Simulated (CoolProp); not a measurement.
Computed with CoolProp (reference Helmholtz-energy equation of state, Lemmon 2003). It is a pseudo-pure fit of the blend.

### Question
For R507A, give the phase and the density (kg/m³), cv (kJ/(kg K)), Joule-Thomson coefficient (K/MPa), conductivity (mW/(m K)) at 323.1 K and 13800 kPa; 375.2 K and 13800 kPa.

### Answer
- 323.1 K and 13800 kPa: liquid; density 1060, cv 0.938, Joule-Thomson coefficient 0.0516, conductivity 68.9
- 375.2 K and 13800 kPa: supercritical; density 852, cv 1.01, Joule-Thomson coefficient 0.724, conductivity 56.4

Thermal conductivity comes from a separate model (Geller 2001).
